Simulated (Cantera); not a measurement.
## Ignition delay

Mixture: CH4 : O2 : N2 = 1 : 2.86 : 10.7 (molar parts), at 1.10 bar, adiabatic and at constant volume. Ignition delay is the time to a rise of 400 K.

Computed with Cantera and GRI-Mech 3.0 (53 species, 325 reactions).

```
T0 (K)  delay (ms)
------  ----------
1275          12.0
1350          4.64
1425          1.96
1500         0.912
1575         0.464
1650         0.256
1725         0.151
1800        0.0944
1875        0.0616
```

| Item | Value |
|---|---|
| apparent activation energy between 1725 and 1875 K | 160 kJ/mol |
